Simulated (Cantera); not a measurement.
Standard-state values (1 bar) from the NASA 1993 polynomials, evaluated with Cantera. Values are per mole of reaction as written; species without (g) are pure solids or liquids, kept so even where they would boil at 1 bar.

O3(g) + 3 N(g) → 3 NO(g), with ΔH° = -1286.0 kJ and ΔS° = -66.7 J/K at 300 K.

How far is the shortcut ΔG° ≈ ΔH°(300 K) − T·ΔS°(300 K) from the full temperature-dependent value at 825, 925, 1025, 1125, 1225, 1325, 1425 K?


```
T (K)  shortcut (kJ)  full (kJ)  difference (kJ)  difference in log10 K
-----  -------------  ---------  ---------------  ---------------------
825          -1231.0    -1225.9             -5.1                   0.32
925          -1224.3    -1217.4             -6.9                   0.39
1025         -1217.6    -1208.7             -8.9                   0.46
1125         -1211.0    -1199.8            -11.1                   0.52
1225         -1204.3    -1190.9            -13.4                   0.57
1325         -1197.6    -1181.8            -15.8                   0.62
1425         -1190.9    -1172.6            -18.4                   0.67
```
The shortcut ignores the heat-capacity change of the reaction.
